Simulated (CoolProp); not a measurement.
Vapour pressure (bar) of cis-2-butene: the reference equation beside estimates from Tc = 162.6 °C, pc = 42.36 bar, ω = 0.202. Clausius-Clapeyron is anchored at 41.35 °C with a constant enthalpy of vaporisation of 21.01 kJ/mol.

The numbers come from the reference Helmholtz-energy equation of state, Lemmon 2005 in CoolProp. It is a short technical equation, of lower accuracy than the large ones.

```csv
T (°C),reference,Lee-Kesler,Clausius-Clapeyron,van der Waals,Redlich-Kwong,Soave-Redlich-Kwong,Peng-Robinson
31.95,2.658,2.665,2.740,8.502,3.712,2.663,2.655
35.05,2.919,2.929,2.978,8.950,4.040,2.927,2.915
38.25,3.209,3.221,3.240,9.429,4.400,3.220,3.204
41.35,3.510,3.525,3.510,9.908,4.770,3.525,3.504
44.55,3.842,3.861,3.805,10.42,5.175,3.862,3.835
47.65,4.186,4.209,4.109,10.93,5.590,4.211,4.178
50.75,4.553,4.580,4.431,11.46,6.028,4.583,4.545
53.95,4.956,4.987,4.783,12.02,6.505,4.993,4.948
57.05,5.371,5.406,5.142,12.58,6.992,5.415,5.363
60.15,5.812,5.851,5.522,13.15,7.504,5.864,5.804
63.35,6.295,6.338,5.935,13.76,8.059,6.356,6.288
66.45,6.790,6.838,6.356,14.37,8.624,6.861,6.785
```

Absolute difference from the reference over all 12 rows, mean and median: Lee-Kesler 0.5 and 0.6 %, Clausius-Clapeyron 3.0 and 2.9 %, van der Waals 160.0 and 156.4 %, Redlich-Kwong 33.1 and 33.0 %, Soave-Redlich-Kwong 0.6 and 0.6 %, Peng-Robinson 0.1 and 0.2 %.
